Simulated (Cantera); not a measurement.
Input (Python, Cantera):

```python
import numpy as np
import cantera as ct

gas = ct.Solution("gri30.yaml")
gas.TPX = 575, 1000000, {'C3H8': 1, 'O2': 9.8, 'N2': 36.9}
inlet = ct.Reservoir(gas, clone=True)
gas.equilibrate("HP")  # start burning
reactor = ct.IdealGasConstPressureReactor(gas, energy="on", clone=False)
exhaust = ct.Reservoir(gas, clone=True)
tau = [0.021, 0.011, 0.0054, 0.0027, 0.0014, 0.0007, 0.00035, 0.00018, 9.1e-05, 4.6e-05, 2.3e-05, 1.2e-05][0]
for a, b in ((inlet, reactor), (reactor, exhaust)):
    ct.MassFlowController(a, b, mdot=lambda t: reactor.mass / tau)
net = ct.ReactorNet([reactor])
show = ['C3H8', 'O2', 'C2H6', 'HO2', 'CH3', 'C2H4']

rows = []
print(f"{'tau/s':>10s}{'T/K':>9s}" + "".join(f"{s:>11s}" for s in show))
for tau in [0.021, 0.011, 0.0054, 0.0027, 0.0014, 0.0007, 0.00035, 0.00018, 9.1e-05, 4.6e-05, 2.3e-05, 1.2e-05]:
    net.initial_time = 0.0
    net.advance(30 * tau)
    before = gas.X
    net.advance(40 * tau)
    drift = np.max(np.abs(gas.X - before) / (gas.X + 1e-9))
    rows.append([gas.T, *gas[show].X, drift])
    print(f"{tau:10.3e}{gas.T:9.1f}" + "".join(f"{x:11.3e}" for x in gas[show].X))
```

Output:

```
     tau/s      T/K       C3H8         O2       C2H6        HO2        CH3       C2H4
 2.100e-02   1747.6  1.475e-06  9.861e-02  1.853e-09  2.739e-06  1.243e-06  5.654e-06
 1.100e-02   1745.8  2.452e-06  9.869e-02  3.104e-09  4.016e-06  1.998e-06  8.910e-06
 5.400e-03   1742.5  4.227e-06  9.883e-02  5.630e-09  6.315e-06  3.318e-06  1.450e-05
 2.700e-03   1737.5  7.123e-06  9.907e-02  1.049e-08  1.002e-05  5.381e-06  2.316e-05
 1.400e-03   1730.0  1.167e-05  9.947e-02  2.001e-08  1.577e-05  8.476e-06  3.612e-05
 7.000e-04   1716.9  1.993e-05  1.002e-01  4.331e-08  2.596e-05  1.380e-05  5.865e-05
 3.500e-04   1693.6  3.592e-05  1.016e-01  1.121e-07  4.460e-05  2.330e-05  1.004e-04
 1.800e-04   1641.7  7.941e-05  1.050e-01  4.967e-07  8.758e-05  4.510e-05  2.111e-04
 9.100e-05    575.0  2.096e-02  2.055e-01 -1.693e-18  9.139e-17  2.560e-19 -4.440e-17
 4.600e-05    575.0  2.096e-02  2.055e-01 -6.505e-22  4.650e-17  6.626e-20  4.938e-20
 2.300e-05    575.0  2.096e-02  2.055e-01 -2.989e-24  2.335e-17  1.695e-20  1.691e-20
 1.200e-05    575.0  2.096e-02  2.055e-01 -5.549e-26  1.234e-17  4.837e-21  4.840e-21
```

Detailed kinetics in Cantera: GRI-Mech 3.0 (53 species, 325 reactions). GRI-Mech 3.0 was tuned for natural gas; its chemistry of propane as a main component is partial and can be far from experiment.
